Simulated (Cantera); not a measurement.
**Carbon deposition, reforming and gasification: acetone + CO₂ + H₂O**

A closed system holds: 1 mol acetone, 0.45 mol CO₂, 0.11 mol H₂O, held at 775 K and 58500 Torr.

Method: chemical equilibrium by Gibbs-energy minimisation in Cantera with the NASA 1993 tables (ideal gas, pure condensed phases). Candidate condensed phases: C, C₆H₆, C₇H₈, C₈H₁₈, H₂O; 110 gas species. The feed counts by its element totals alone. The ideal-gas law is rough above about 30 bar. Kinetics and transport are ignored.

```yaml
x(H₂O): 0.467
x(CH₄): 0.336
x(CO₂): 0.148
x(H₂): 0.0459
x(CO): 0.00289
x(C₂H₆): 3.48e-5
n(C(graphite)): 2.17 mol
gas_amount: 2.624 mol
```
